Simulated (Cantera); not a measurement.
A closed system holds: 1 mol Si3N4, 0.095 mol CO2, 76 mol H2, at 100000 Pa.

Points: T (K) = 1123, 1173, 1223, 1273, 1323, 1373, 1423, 1473, 1523.

Cantera's Mixture.equilibrate('TP', solver="vcs", rtol=1e-11, max_steps=5000) on the NASA tables stopped like this:

```
ensed (mol): Si2N2O(s) 0.19  Si3N4(a) 0.8733
T = 1223 K  P = 100000 Pa  gas = 75.97 mol
   x: H2 9.979e-01  CH4 1.250e-03  N2 8.311e-04
   condensed (mol): Si2N2O(s) 0.19  Si3N4(a) 0.8733
T = 1273 K  P = 100000 Pa  gas = 75.97 mol
   x: H2 9.979e-01  CH4 1.250e-03  N2 8.314e-04
   condensed (mol): Si2N2O(s) 0.19  Si3N4(a) 0.8733
T = 1323 K  P = 100000 Pa  gas = 75.97 mol
   x: H2 9.979e-01  CH4 1.249e-03  N2 8.314e-04
   condensed (mol): Si2N2O(s) 0.19  Si3N4(a) 0.8733
T = 1373 K  P = 100000 Pa  gas = 76 mol
   x: H2 9.980e-01  CH4 1.002e-03  N2 9.940e-04
   condensed (mol): SiC(b) 0.01863  Si2N2O(s) 0.19  Si3N4(a) 0.8671
ERROR: FAILURE its = 5001!

*******************************************************************************
CanteraError thrown by MultiPhase::equilibrate:
VCS solver failed. Return code: -1
*******************************************************************************
```

Task: What got this run through?

Result: One answer among several that fit: The failure is numerical, not chemical. The same input converged with solver="gibbs", rtol=1e-10, max_steps=50000, and the result passed a check of the equilibrium conditions:
```
T = 1123 K  P = 100000 Pa  gas = 75.97 mol
   x: H2 9.979e-01  CH4 1.250e-03  N2 8.296e-04
   condensed (mol): Si2N2O(s) 0.19  Si3N4(a) 0.8733
T = 1173 K  P = 100000 Pa  gas = 75.97 mol
   x: H2 9.979e-01  CH4 1.250e-03  N2 8.305e-04
   condensed (mol): Si2N2O(s) 0.19  Si3N4(a) 0.8733
T = 1223 K  P = 100000 Pa  gas = 75.97 mol
   x: H2 9.979e-01  CH4 1.250e-03  N2 8.311e-04
   condensed (mol): Si2N2O(s) 0.19  Si3N4(a) 0.8733
T = 1273 K  P = 100000 Pa  gas = 75.97 mol
   x: H2 9.979e-01  CH4 1.250e-03  N2 8.314e-04
   condensed (mol): Si2N2O(s) 0.19  Si3N4(a) 0.8733
T = 1323 K  P = 100000 Pa  gas = 75.97 mol
   x: H2 9.979e-01  CH4 1.249e-03  N2 8.314e-04
   condensed (mol): Si2N2O(s) 0.19  Si3N4(a) 0.8733
T = 1373 K  P = 100000 Pa  gas = 76 mol
   x: H2 9.980e-01  CH4 1.002e-03  N2 9.940e-04
   condensed (mol): SiC(b) 0.01863  Si2N2O(s) 0.19  Si3N4(a) 0.8671
T = 1423 K  P = 100000 Pa  gas = 76.06 mol
   x: H2 9.981e-01  N2 1.304e-03  CH4 5.332e-04
   condensed (mol): SiC(b) 0.05416  Si2N2O(s) 0.19  Si3N4(a) 0.8553
T = 1473 K  P = 100000 Pa  gas = 76.09 mol
   x: H2 9.982e-01  N2 1.478e-03  CH4 2.721e-04  H 1.264e-05
   condensed (mol): SiC(b) 0.07399  Si2N2O(s) 0.1899  Si3N4(a) 0.8487
T = 1523 K  P = 100000 Pa  gas = 76.11 mol
   x: H2 9.983e-01  N2 1.566e-03  CH4 1.398e-04  H 2.309e-05
   condensed (mol): SiC(b) 0.08405  Si2N2O(s) 0.1899  Si3N4(a) 0.8454
```

The gas is ideal and each condensed phase is pure. Mutual solubility and eutectic melting of coexisting phases are not modelled.
